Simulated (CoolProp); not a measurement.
Vapour-liquid equilibrium of 1-butene (1) + n-butane (2) at 2.45 bar; x and y are mole fractions of (1).

Computed with CoolProp (multi-fluid Helmholtz-energy mixture model, Lemmon 2005 and Bücker 2006; pair parameters Bell 2016).

| x | bubble temperature (°C) | y at the bubble point | dew temperature at overall composition x (°C) | liquid density (mol/L) |
|---|---|---|---|---|
| 0.05 | [?] | 0.060 | 24.9 | 9.888 |
| 0.125 | 24.3 | 0.149 | 24.4 | 9.944 |
| 0.2 | 23.7 | 0.234 | 23.9 | [?] |
| 0.275 | 23.1 | 0.317 | 23.4 | [?] |
| 0.35 | 22.6 | 0.397 | 22.9 | [?] |
| 0.425 | 22.1 | 0.475 | 22.4 | 10.17 |
| 0.5 | [?] | 0.549 | 21.9 | 10.23 |
| 0.575 | 21.0 | 0.621 | 21.4 | 10.28 |
| 0.65 | [?] | 0.691 | 20.9 | 10.34 |
| 0.725 | 20.1 | 0.759 | 20.4 | 10.40 |
| 0.8 | [?] | 0.825 | 19.9 | 10.46 |
| 0.875 | 19.3 | 0.891 | 19.4 | 10.52 |
| 0.95 | 19.0 | [?] | 19.0 | 10.58 |

**Question.** Fill in the missing entries.

**Answer.** 
- 0.05, bubble temperature (°C): 24.8
- 0.2, liquid density (mol/L): 10.000
- 0.275, liquid density (mol/L): 10.06
- 0.35, liquid density (mol/L): 10.11
- 0.5, bubble temperature (°C): 21.5
- 0.65, bubble temperature (°C): 20.6
- 0.8, bubble temperature (°C): 19.7
- 0.95, y at the bubble point: 0.956

No azeotrope shows between x = 0.05 and 0.95.

The pair parameters rest on a limited set of measurements; away from them the model extrapolates.
